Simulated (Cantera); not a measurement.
Input: 1 mol V, a varied amount of H2O, at 7.50 Pa.

Points: T (K) = 873, 923, 973, 1023, 1073, 1123, 1173, 1223, 1273, 1323, 1373; n(H2O) (mol) = 0.28, 1.1, 1.9, 2.7, 3.5, 4.3, 5.1, 6, 6.8.

Cantera's Mixture.equilibrate('TP', solver="vcs", rtol=1e-11, max_steps=5000) on the NASA tables stopped like this:

```
*******************************************************************************
CanteraError thrown by VCS_SOLVE::solve_tp_inner:
vcs_solve_TP: ERROR on step change wt[13:V2O3(s)]: -6.938893903907228e-18 < 0.0
*******************************************************************************
```

**Question.** What got this run through?

**Answer.** Several could match; the one computed here: The failure is numerical, not chemical. The same input converged with solver="gibbs", rtol=1e-10, max_steps=50000, and the result passed a check of the equilibrium conditions:
```
    873       0.28  V(cr) + VO(s)
    873        1.1  VO(s) + V2O3(s)
    873        1.9  V2O3(s)
    873        2.7  V2O3(s)
    873        3.5  V2O3(s)
    873        4.3  V2O3(s)
    873        5.1  V2O3(s)
    873          6  V2O3(s)
    873        6.8  V2O3(s)
    923       0.28  V(cr) + VO(s)
    923        1.1  VO(s) + V2O3(s)
    923        1.9  V2O3(s)
    923        2.7  V2O3(s)
    923        3.5  V2O3(s)
    923        4.3  V2O3(s)
    923        5.1  V2O3(s)
    923          6  V2O3(s)
    923        6.8  V2O3(s)
    973       0.28  V(cr) + VO(s)
    973        1.1  VO(s) + V2O3(s)
    973        1.9  V2O3(s)
    973        2.7  V2O3(s)
    973        3.5  V2O3(s)
    973        4.3  V2O3(s)
    973        5.1  V2O3(s)
    973          6  V2O3(s)
    973        6.8  V2O3(s)
   1023       0.28  V(cr) + VO(s)
   1023        1.1  VO(s) + V2O3(s)
   1023        1.9  V2O3(s)
   1023        2.7  V2O3(s)
   1023        3.5  V2O3(s)
   1023        4.3  V2O3(s)
   1023        5.1  V2O3(s)
   1023          6  V2O3(s)
   1023        6.8  V2O3(s)
   1073       0.28  V(cr) + VO(s)
   1073        1.1  VO(s) + V2O3(s)
   1073        1.9  V2O3(s)
   1073        2.7  V2O3(s)
   1073        3.5  V2O3(s)
   1073        4.3  V2O3(s)
   1073        5.1  V2O3(s)
   1073          6  V2O3(s)
   1073        6.8  V2O3(s)
   1123       0.28  V(cr) + VO(s)
   1123        1.1  VO(s) + V2O3(s)
   1123        1.9  V2O3(s)
   1123        2.7  V2O3(s)
   1123        3.5  V2O3(s)
   1123        4.3  V2O3(s)
   1123        5.1  V2O3(s)
   1123          6  V2O3(s)
   1123        6.8  V2O3(s)
   1173       0.28  V(cr) + VO(s)
   1173        1.1  VO(s) + V2O3(s)
   1173        1.9  V2O3(s)
   1173        2.7  V2O3(s)
   1173        3.5  V2O3(s)
   1173        4.3  V2O3(s)
   1173        5.1  V2O3(s)
   1173          6  V2O3(s)
   1173        6.8  V2O3(s)
   1223       0.28  V(cr) + VO(s)
   1223        1.1  VO(s) + V2O3(s)
   1223        1.9  V2O3(s)
   1223        2.7  V2O3(s)
   1223        3.5  V2O3(s)
   1223        4.3  V2O3(s)
   1223        5.1  V2O3(s)
   1223          6  V2O3(s)
   1223        6.8  V2O3(s)
   1273       0.28  V(cr) + VO(s)
   1273        1.1  VO(s) + V2O3(s)
   1273        1.9  V2O3(s)
   1273        2.7  V2O3(s)
   1273        3.5  V2O3(s)
   1273        4.3  V2O3(s)
   1273        5.1  V2O3(s)
   1273          6  V2O3(s)
   1273        6.8  V2O3(s)
   1323       0.28  V(cr) + VO(s)
   1323        1.1  VO(s) + V2O3(s)
   1323        1.9  V2O3(s)
   1323        2.7  V2O3(s)
   1323        3.5  V2O3(s)
   1323        4.3  V2O3(s)
   1323        5.1  V2O3(s)
   1323          6  V2O3(s)
   1323        6.8  V2O3(s)
   1373       0.28  V(cr) + VO(s)
   1373        1.1  VO(s) + V2O3(s)
   1373        1.9  V2O3(s)
   1373        2.7  V2O3(s)
   1373        3.5  V2O3(s)
   1373        4.3  V2O3(s)
   1373        5.1  V2O3(s)
   1373          6  V2O3(s)
   1373        6.8  V2O3(s)
```

The gas is ideal and each condensed phase is pure. Mutual solubility and eutectic melting of coexisting phases are not modelled. VO: taken at fixed stoichiometry. Condensed phases not in the tables: the oxides between V2O3 and V2O5 other than VO2, N, O or C dissolved in the metal.
